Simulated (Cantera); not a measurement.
An isothermal, constant-pressure homogeneous reactor starts with 0.575 % CH3OH, 0.367 % O2, 99.1 % N2, at 1150 K and 3750 Torr.

Model: GRI-Mech 3.0 (53 species, 325 reactions), integrated in Cantera. GRI-Mech 3.0 was tuned for natural gas; its chemistry of methanol as a main component is partial and can be far from experiment.

Question: Predict: x(O2) at 1.00 s; x(H2) at 1.00 s; x(CO) at 1.00 s.

Answer: 
* **x(O2) at 1.00 s**: 7.50e-9 (gas-phase equilibrium <1e-12)
* **x(H2) at 1.00 s**: 0.00492 (gas-phase equilibrium 0.00639)
* **x(CO) at 1.00 s**: 0.00490 (gas-phase equilibrium 0.00344)
